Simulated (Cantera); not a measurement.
HBr + O2 (abatement and gas-phase synthesis)

Input: 1 mol HBr, 0.089 mol O2, at 0.110 bar.

Cantera equilibrium calculation (NASA polynomials, part measured and part estimated; ideal gas, pure solids and liquids). Candidate condensed phases: Br2, H2O; 12 gas species. The numbers say what is thermodynamically allowed, not how fast it happens.

From 2723 K to 3523 K nothing is condensed.

| T (K) | x Br | x H | x HBr | x H2 | x H2O | x O | x OH |
|---|---|---|---|---|---|---|---|
| 2723 | 0.545 | 0.0677 | 0.136 | 0.132 | 0.101 | 0.00443 | 0.0135 |
| 2823 | 0.550 | 0.0970 | 0.107 | 0.132 | 0.0860 | 0.00839 | 0.0182 |
| 2923 | 0.548 | 0.133 | 0.0828 | 0.127 | 0.0688 | 0.0146 | 0.0225 |
| 3023 | 0.539 | 0.176 | 0.0633 | 0.118 | 0.0508 | 0.0231 | 0.0255 |
| 3123 | 0.527 | 0.222 | 0.0476 | 0.105 | 0.0342 | 0.0334 | 0.0262 |
| 3223 | 0.513 | 0.269 | 0.0352 | 0.0891 | 0.0208 | 0.0442 | 0.0245 |
| 3323 | 0.500 | 0.312 | 0.0257 | 0.0717 | 0.0116 | 0.0542 | 0.0210 |
| 3423 | 0.489 | 0.350 | 0.0186 | 0.0551 | 0.00599 | 0.0623 | 0.0168 |
| 3523 | 0.480 | 0.380 | 0.0134 | 0.0410 | 0.00294 | 0.0684 | 0.0127 |
x: gas mole fraction; nothing condenses.
